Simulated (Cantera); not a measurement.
Input: 1 mol SiHCl3, a varied amount of NH3, 61 mol H2, equilibrated at 1198 K and 0.210 bar.

Equilibrium computed with Cantera from the NASA thermochemical tables; the gas is ideal and each condensed phase is pure. Candidate condensed phases: NH4Cl, Si, Si3N4; 28 gas species. The tables' values for SiCl3 are old estimates; treat these amounts as uncertain. Rates play no part.

x: gas mole fraction; n: condensed amount in mol.

```
n(NH3) (mol)   x H2     x N2   x HCl   x SiCl4  x SiHCl3  x SiCl2   x SiCl3  n Si3N4(s)
------------  -----  -------  ------  --------  --------  -------  --------  ----------
0.87          0.964  2.98e-7  0.0301   0.00186   0.00160      ___  0.000515       0.217
1.3           0.955  7.21e-5  0.0446  0.000233  0.000135      ___   4.35e-5       0.323
1.9           0.950  0.00431  0.0452   1.64e-5   9.26e-6      ___   3.00e-6       0.333
2.8           0.945   0.0108  0.0441   8.10e-6   4.67e-6      ___   1.52e-6       0.333
4.1           0.938   0.0196  0.0425   4.77e-6   2.83e-6      ___   9.22e-7       0.333
6.1           0.928   0.0320  0.0402   2.82e-6   1.75e-6      ___   5.74e-7       0.333
9             0.915   0.0477  0.0373   1.65e-6   1.09e-6      ___   3.59e-7       0.333
```

Problem. What belongs in the gaps?

Solution. 
- 0.87, x SiCl2: 0.00126
- 1.3, x SiCl2: 7.16e-5
- 1.9, x SiCl2: 4.86e-6
- 2.8, x SiCl2: 2.51e-6
- 4.1, x SiCl2: 1.58e-6
- 6.1, x SiCl2: 1.03e-6
- 9, x SiCl2: 6.91e-7
